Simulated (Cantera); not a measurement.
Charge: 1 mol Si, 7 mol H₂, equilibrated at 575 K and 2.40 bar.

These are equilibrium values from Cantera (NASA tables, ideal gas, pure condensed phases), not measurements of a reactor. Candidate condensed phases: Si; 9 gas species. Equilibrium is a limit: real reactors are often held back by kinetics, nucleation or transport.

Base state: H₂ 1.00 (mole fractions); condensed: Si(s).

Task: What changes in the equilibrium state with this change: 1.4 mol HCl added?

Result: 
```json
[
 {"species": "H₂", "before": "1.00", "after": "0.948"},
 {"species": "SiHCl₃", "before": "0", "after": "0.0277"},
 {"species": "SiCl₄", "before": "0", "after": "0.0222"},
 {"species": "SiH₂Cl₂", "before": "0", "after": "0.00159"},
 {"species": "SiH₃Cl", "before": "0", "after": "1.74e-5"},
 {"species": "Si(s), mol", "before": "1.000", "after": "0.588"}
]
```
